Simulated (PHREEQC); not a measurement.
0.22 g of hydrous ferric oxide (600 m²/g; 0.2 weak and 0.005 strong sites per Fe, Dzombak-Morel constants, diffuse double layer) in 1 kg of water with 0.005 mol/kgw of an inert sodium salt and 7.2e-05 mol/kgw NaF, at 25 °C; the pH is set by adding NaOH or the inert anion's acid. Oxygen is held at 0.21 atm. CO2 from the air is kept out. Precipitation was switched off in this run.

Model: ion-association model, wateq4f.dat, run in PHREEQC.

| pH | F sorbed (%) | surface charge σ (C/m²) | surface potential ψ (mV) |
|---|---|---|---|
| 3 | 93.6 | 0.265 | 208 |
| 3.5 | 95.0 | 0.212 | 199 |
| 4 | 93.8 | 0.159 | 186 |
| 4.5 | 89.9 | 0.113 | 169 |
| 5 | 81.9 | 0.077 | 150 |
| 5.5 | 68.1 | 0.051 | 129 |
| 6 | 49.0 | 0.033 | 108 |
| 6.5 | 28.9 | 0.021 | 85 |
| 7 | 13.6 | 0.012 | 60 |
| 7.5 | 5.4 | 0.006 | 34 |
| 8 | 1.9 | 0.001 | 6 |
| 8.5 | 0.6 | -0.004 | -22 |
| 9 | 0.2 | -0.009 | -50 |
| 9.5 | 0.1 | -0.018 | -77 |
| 10 | 0.0 | -0.031 | -103 |
| 10.5 | 0.0 | -0.050 | -127 |
| 11 | 0.0 | -0.081 | -148 |

Complexes and solids missing from the database can't appear. The oxide is taken as insoluble; below pH 4 it would dissolve.
